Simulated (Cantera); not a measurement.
Feed: 1 mol SiH₄, 0.45 mol NH₃, 0.92 mol H₂, held at 13.0 mbar.

Equilibrium computed with Cantera from the NASA thermochemical tables; the gas is ideal and each condensed phase is pure. Candidate condensed phases: Si, Si₃N₄; 18 gas species. Mutual solubility and eutectic melting of coexisting phases are not modelled. The numbers say what is thermodynamically allowed, not how fast it happens.

At 1623 K, list the 4 most abundant gas species with their mole fractions, and the condensed phases.

H₂ 0.965, N₂ 0.0340, H 0.000596, Si 1.20e-5. Condensed: Si(s) + Si₃N₄(s).
